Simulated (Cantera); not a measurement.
Input: 1 mol Fe3O4, 1.1 mol H2, 0.45 mol H2O, at 2048 K and 1.00 bar.

These are equilibrium values from Cantera (NASA tables, ideal gas, pure condensed phases), not measurements of a reactor. Candidate condensed phases: Fe, FeO, Fe(OH)2, Fe(OH)3, Fe2O3, Fe3O4, H2O; 12 gas species. The tables' stoichiometric FeO is somewhat more stable than real wüstite, so its field is too wide. FeO: taken at fixed stoichiometry. Rates play no part.

Base state: H2O 0.933, H2 0.0647, OH 0.000895, H 0.000570, Fe(OH)2 0.000455, O2 3.52e-5, Fe 2.02e-5 (mole fractions); condensed: FeO(l).

**Question.** What changes in the equilibrium state with this change: pressure from 1.00 bar to 0.133 bar?

**Answer.** 
```json
[
 {"species": "H2O", "before": "0.933", "after": "0.930"},
 {"species": "H2", "before": "0.0647", "after": "0.0652"},
 {"species": "OH", "before": "0.000895", "after": "0.00243"},
 {"species": "H", "before": "0.000570", "after": "0.00157"},
 {"species": "Fe(OH)2", "before": "0.000455", "after": "0.000453"},
 {"species": "Fe", "before": "2.02e-5", "after": "0.000153"},
 {"species": "FeO", "before": "6.50e-6", "after": "4.88e-5"},
 {"species": "O", "before": "5.69e-6", "after": "4.22e-5"},
 {"species": "O2", "before": "3.52e-5", "after": "0.000258"},
 {"species": "FeO(l), mol", "before": "3.00", "after": "3.00"}
]
```
